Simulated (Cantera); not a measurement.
Source: NASA polynomial tables (part measured, part estimated), evaluated in Cantera. Values are per mole of reaction as written; species without (g) are pure solids or liquids, kept so even where they would boil at 1 bar.

Task: Between 1525 and 1975 K, where is each reaction favourable under standard conditions?
- Ba(OH)2 = 2 OH(g) + Ba

Result: 
- Ba(OH)2 = 2 OH(g) + Ba: ΔG° is 587 kJ at 1525 K and 476 kJ at 1975 K; it stays positive (K < 1). ΔH° is 958 kJ and ΔS° 244 J/K at 1975 K.
